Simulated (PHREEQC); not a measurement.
A solution holds 0.36 mol/kgw NaHSO4 and 1 mol/kgw HCl, at 25 °C. Closed to the air; pH follows from the charge balance.

All values are PHREEQC results (ion-association model, phreeqc.dat), not measurements.

Task: The ionic strength comes out as 1.42 mol/kgw. What activity coefficients do H+, SO4-2, Na+, HSO4-, Cl- get?

Result: H+ 0.73, SO4-2 0.13, Na+ 0.76, HSO4- 0.87, Cl- 0.59.

This is a speciation only: nothing precipitates in the calculation. Ionic strength above about 0.7 mol/kgw puts this run outside the model's range. Complexes and solids missing from the database can't appear.
